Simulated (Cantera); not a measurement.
Input: 1 mol SiH2Cl2, 0.99 mol N2, held at 1027 °C and 35000 Pa.

Cantera equilibrium calculation (NASA polynomials, part measured and part estimated; ideal gas, pure solids and liquids). Candidate condensed phases: NH4Cl, Si, Si3N4; 28 gas species. N2 is the only nitrogen source here; it is nearly inert below about 1500 K, so the nitride shown seldom forms there in practice. The tables' values for SiCl3 are old estimates; treat these amounts as uncertain. Rates play no part.

Base state: HCl 0.411, H2 0.240, N2 0.226, SiCl4 0.115, SiCl3 0.00353, SiHCl3 0.00307, SiCl2 0.000640, SiH2Cl2 1.15e-5 (mole fractions); condensed: Si3N4(s).

Problem. What changes in the equilibrium state with this change: temperature from 1027 °C to 902 °C?

Solution. 
```json
[
 {"species": "HCl", "before": "0.411", "after": "0.395"},
 {"species": "H2", "before": "0.240", "after": "0.250"},
 {"species": "N2", "before": "0.226", "after": "0.229"},
 {"species": "SiCl4", "before": "0.115", "after": "0.123"},
 {"species": "SiCl2", "before": "0.000640", "after": "4.22e-5"},
 {"species": "SiCl3", "before": "0.00353", "after": "0.000730"},
 {"species": "SiH2Cl2", "before": "1.15e-5", "after": "3.51e-6"},
 {"species": "Si3N4(s), mol", "before": "0.242", "after": "0.240"}
]
```
